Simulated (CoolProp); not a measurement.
A single-stage vapour-compression cycle with vinyl chloride: evaporating at 312.15 K (dew point), condensing at 340.15 K (bubble point), superheat 2 K, subcooling 5 K, compressor efficiency 0.9, no pressure losses. Each further row changes one setting.

Computed with CoolProp (reference Helmholtz-energy equation of state, Thol 2022).

```
case                              cooling COP  pressure ratio  discharge temperature (K)  refrigerating effect (kJ/kg)  volumetric capacity (kJ/m³)
--------------------------------  -----------  --------------  -------------------------  ----------------------------  ---------------------------
as stated                                9.17            1.99                      354.8                           274                         4280
evaporating temperature 317.15 K         11.5            1.75                        [?]                           [?]                         4910
condensing temperature 335.15 K          11.4             [?]                      347.8                           282                         4400
subcooling 10 K                          9.44            1.99                      354.8                           282                         4400
superheat 12 K                           9.10            1.99                      364.9                           [?]                         4250
compressor efficiency 0.8                8.15            1.99                        [?]                           274                         4280
```

Q: What belongs in the gaps?

A: 
- evaporating temperature 317.15 K, discharge temperature (K): 352.3
- evaporating temperature 317.15 K, refrigerating effect (kJ/kg): 277
- condensing temperature 335.15 K, pressure ratio: 1.78
- superheat 12 K, refrigerating effect (kJ/kg): 284
- compressor efficiency 0.8, discharge temperature (K): 358.1
